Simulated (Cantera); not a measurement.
An isothermal, constant-pressure homogeneous reactor starts with NH₃ : H₂ = 1 : 15 (molar parts), at 1850 K and 0.0375 atm. Integrator tolerance rtol = 1e-08.

Cantera simulation using the gas-phase N/H chemistry of the illustrative SiF4/NH3 mechanism in the Surface Chemkin manual (1991); the numbers are that mechanism's predictions, not measurements. Walls and surfaces, which speed up NH3 decomposition in real reactors, are not modelled.

**Question.** What does this change do: pressure from 0.0375 atm to 0.0263 atm?

**Answer.** 
| quantity | before | after |
|---|---|---|
| x(NH₃) at 3.00 s | 0.0359 (gas-phase equilibrium 1.62e-7) | 0.0408 (gas-phase equilibrium 1.14e-7) |
| x(H₂) at 3.00 s | 0.951 (gas-phase equilibrium 0.968) | 0.948 (gas-phase equilibrium 0.967) |
| x(H) at 3.00 s | 0.000706 (gas-phase equilibrium 0.00274) | 0.000697 (gas-phase equilibrium 0.00327) |
| x(N₂H₄) at 3.00 s | 3.50e-10 (gas-phase equilibrium <1e-12) | 3.11e-10 (gas-phase equilibrium <1e-12) |
| x(N₂H₂) at 3.00 s | 7.49e-8 (gas-phase equilibrium <1e-12) | 9.44e-8 (gas-phase equilibrium <1e-12) |
| x(N₂) at 3.00 s | 0.0125 (gas-phase equilibrium 0.0294) | 0.0101 (gas-phase equilibrium 0.0294) |
| x(NH₂) at 3.00 s | 7.30e-5 (gas-phase equilibrium 1.26e-9) | 8.22e-5 (gas-phase equilibrium 1.05e-9) |

**Question.** What does this change do: H2 15 to 71 parts?

**Answer.** 
| quantity | before | after |
|---|---|---|
| x(NH₃) at 3.00 s | 0.0359 (gas-phase equilibrium 1.62e-7) | 0.00850 (gas-phase equilibrium 8.11e-8) |
| x(H₂) at 3.00 s | 0.951 (gas-phase equilibrium 0.968) | 0.988 (gas-phase equilibrium 0.990) |
| x(H) at 3.00 s | 0.000706 (gas-phase equilibrium 0.00274) | 0.00121 (gas-phase equilibrium 0.00277) |
| x(N₂H₄) at 3.00 s | 3.50e-10 (gas-phase equilibrium <1e-12) | 5.28e-11 (gas-phase equilibrium <1e-12) |
| x(N₂H₂) at 3.00 s | 7.49e-8 (gas-phase equilibrium <1e-12) | 1.48e-8 (gas-phase equilibrium <1e-12) |
| x(N₂) at 3.00 s | 0.0125 (gas-phase equilibrium 0.0294) | 0.00264 (gas-phase equilibrium 0.00684) |
| x(NH₂) at 3.00 s | 7.30e-5 (gas-phase equilibrium 1.26e-9) | 2.84e-5 (gas-phase equilibrium 6.21e-10) |
